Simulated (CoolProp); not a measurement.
Vapour-liquid equilibrium of diethyl ether (1) + benzene (2) at 356.1 K; x and y are mole fractions of (1).

Model: multi-fluid Helmholtz-energy mixture model, Thol 2014 and Thol 2012; pair parameters Bell 2016, in CoolProp.

```csv
x,"bubble pressure, mixture model (MPa)","bubble pressure, Raoult's law (MPa)","y, mixture model","y, Raoult's law"
0.05,0.1262,0.1268,0.162,0.171
0.125,0.1494,0.1511,0.342,0.359
0.2,0.1726,0.1753,0.474,0.495
0.275,0.1958,0.1996,0.575,0.598
0.35,0.2193,0.2238,0.656,0.679
0.425,0.2429,0.2481,0.722,0.744
0.5,0.2667,0.2723,0.777,0.797
0.575,0.2908,0.2966,0.824,0.841
0.65,0.3152,0.3208,0.865,0.879
0.725,0.3400,0.3451,0.900,0.912
0.8,0.3651,0.3693,0.932,0.940
0.875,0.3906,0.3936,0.959,0.965
0.95,0.4165,0.4178,0.985,0.987
```

The largest gap from Raoult's law is -2.1 % in bubble pressure, at x = 0.425. No azeotrope shows between x = 0.05 and 0.95.

Pair parameters are fitted to limited data, so mixtures are less certain than the pure fluids.
